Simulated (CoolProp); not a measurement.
A single-stage vapour-compression cycle with R407C: evaporating at 229.15 K (dew point), condensing at 289.15 K (bubble point), superheat 10 K, subcooling 2 K, compressor efficiency 0.7, no pressure losses. Each further row changes one setting.

Model: reference Helmholtz-energy equation of state, Lemmon 2003, in CoolProp. It is a pseudo-pure fit of the blend.

| case | cooling COP | pressure ratio | discharge temperature (K) | refrigerating effect (kJ/kg) | volumetric capacity (kJ/m³) |
|---|---|---|---|---|---|
| as stated | 1.80 | 13.3 | 363.9 | 173 | 536 |
| evaporating temperature 234.15 K | 2.04 | 10.3 | 357.2 | 176 | 695 |
| condensing temperature 284.15 K | 2.00 | 11.5 | 356.4 | 180 | 558 |
| subcooling 7 K | 1.88 | 13.3 | 363.9 | 180 | 558 |
| superheat 20 K | 1.80 | 13.3 | 375.8 | 180 | 535 |
| compressor efficiency 0.6 | 1.54 | 13.3 | 379.7 | 173 | 536 |
